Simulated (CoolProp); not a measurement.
500 sccm (0 °C, 1 atm) of nitrogen bubbles through liquid octamethyltrisiloxane (MDM) at 317.5 K and leaves saturated at a total pressure of 0.0104 MPa (ideal gas phase). Each further row changes one setting.

Model: reference Helmholtz-energy equation of state, Thol 2017, in CoolProp.

| case | vapour pressure (kPa) | mole fraction of vapour | delivery (mg/min) | delivery (sccm) | change of delivery for a bath 1 K warmer (%) |
|---|---|---|---|---|---|
| as stated | 1.61 | 0.155 | 965 | ___ | 6.8 |
| bath temperature 322.5 K | 2.11 | 0.203 | 1340 | 127 | 7.0 |
| total pressure 0.0208 MPa | 1.61 | ___ | ___ | 41.9 | 6.2 |

Question: Some entries are withheld; supply them.

Answer: 
- as stated, delivery (sccm): 91.4
- total pressure 0.0208 MPa, mole fraction of vapour: 0.0773
- total pressure 0.0208 MPa, delivery (mg/min): 442
